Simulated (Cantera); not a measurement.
An isothermal, constant-pressure homogeneous reactor starts with NH3 : N2 = 1 : 1 (molar parts), at 1875 K and 1100 Pa.

Computed with Cantera and the gas-phase N/H chemistry of the illustrative SiF4/NH3 mechanism in the Surface Chemkin manual (1991). Walls and surfaces, which speed up NH3 decomposition in real reactors, are not modelled.

x: mole fraction; the columns are a selection and need not sum to one.

```json
[
 {"t (s)": "0.000600", "x NH3": "0.500", "x NH2": "1.62e-5", "x N2": "0.500", "x N2H2": "8.20e-10", "x N": "<1e-12", "x N2H4": "3.72e-12"},
 {"t (s)": "0.00118", "x NH3": "0.500", "x NH2": "(withheld)", "x N2": "0.500", "x N2H2": "(withheld)", "x N": "3.65e-12", "x N2H4": "1.49e-11"},
 {"t (s)": "0.00231", "x NH3": "0.500", "x NH2": "6.26e-5", "x N2": "0.500", "x N2H2": "1.79e-8", "x N": "3.33e-11", "x N2H4": "5.84e-11"},
 {"t (s)": "0.00454", "x NH3": "0.500", "x NH2": "0.000123", "x N2": "0.500", "x N2H2": "7.90e-8", "x N": "2.28e-10", "x N2H4": "2.26e-10"},
 {"t (s)": "0.00891", "x NH3": "0.500", "x NH2": "0.000239", "x N2": "0.500", "x N2H2": "3.42e-7", "x N": "9.01e-10", "x N2H4": "8.61e-10"},
 {"t (s)": "0.0175", "x NH3": "0.499", "x NH2": "0.000455", "x N2": "0.500", "x N2H2": "1.37e-6", "x N": "3.27e-9", "x N2H4": "3.13e-9"},
 {"t (s)": "0.0343", "x NH3": "0.498", "x NH2": "0.000754", "x N2": "0.500", "x N2H2": "3.99e-6", "x N": "1.43e-8", "x N2H4": "8.57e-9"},
 {"t (s)": "0.0674", "x NH3": "0.493", "x NH2": "0.000882", "x N2": "0.500", "x N2H2": "5.83e-6", "x N": "(withheld)", "x N2H4": "(withheld)"},
 {"t (s)": "0.132", "x NH3": "0.484", "x NH2": "0.000843", "x N2": "0.500", "x N2H2": "5.80e-6", "x N": "1.17e-7", "x N2H4": "1.07e-8"},
 {"t (s)": "0.260", "x NH3": "0.466", "x NH2": "0.000773", "x N2": "0.500", "x N2H2": "5.42e-6", "x N": "2.43e-7", "x N2H4": "9.03e-9"},
 {"t (s)": "0.509", "x NH3": "0.433", "x NH2": "0.000689", "x N2": "0.500", "x N2H2": "4.77e-6", "x N": "4.18e-7", "x N2H4": "7.17e-9"},
 {"t (s)": "1.00", "x NH3": "0.378", "x NH2": "0.000593", "x N2": "0.500", "x N2H2": "3.82e-6", "x N": "5.94e-7", "x N2H4": "5.31e-9"}
]
```

Task: Some entries are withheld; supply them.

Result: 
- 0.00118, x NH2: 3.19e-5
- 0.00118, x N2H2: 3.97e-9
- 0.0674, x N: 4.82e-8
- 0.0674, x N2H4: 1.17e-8
